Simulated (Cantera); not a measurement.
A perfectly stirred reactor is fed with 87.7 % NH₃, 12.3 % H₂, at 1.01 bar; it is held at 1750 K, and followed from long to short residence time.

Computed with Cantera and the gas-phase N/H chemistry of the illustrative SiF4/NH3 mechanism in the Surface Chemkin manual (1991). Walls and surfaces, which speed up NH3 decomposition in real reactors, are not modelled.

One state of this run: x NH₃ = 0.837; x H₂ = 0.152; x H = 1.84e-5; x N₂ = 0.0106; x N₂H₂ = 1.56e-6; x N₂H₄ = 3.36e-7; x NH = 1.44e-6. x: mole fraction; the columns are a selection and need not sum to one.

### Question
Which value of τ (s) does it belong to?
A) 0.073
B) 0.52
C) 0.027
D) 0.010

### Answer
C, 0.027
